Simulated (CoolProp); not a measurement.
Saturation properties of carbon monoxide.

Computed with CoolProp (reference Helmholtz-energy equation of state, Lemmon 2006). It is a short technical equation, of lower accuracy than the large ones.

```tsv
T (K)	p (bar)	liquid density (kg/m³)	liquid cp (kJ/(kg K))	vapour Z
79.7	0.8079	801.6	2.142	0.9649
82.2	1.080	790.8	2.147	0.9568
84.8	1.431	779.2	2.157	0.9472
87.3	1.844	767.9	2.170	0.9368
89.9	2.363	755.8	2.187	0.9248
92.4	2.958	743.9	2.209	0.9119
95	3.686	731.1	2.236	0.8972
97.5	4.503	718.5	2.268	0.8817
100.1	5.484	704.9	2.308	0.8642
102.6	6.566	691.3	2.354	0.8459
105.2	7.846	676.6	2.413	0.8253
107.7	9.237	661.7	2.481	0.8038
110.3	10.86	645.5	2.569	0.7796
```

It boils at 81.6 K under 1 atm.
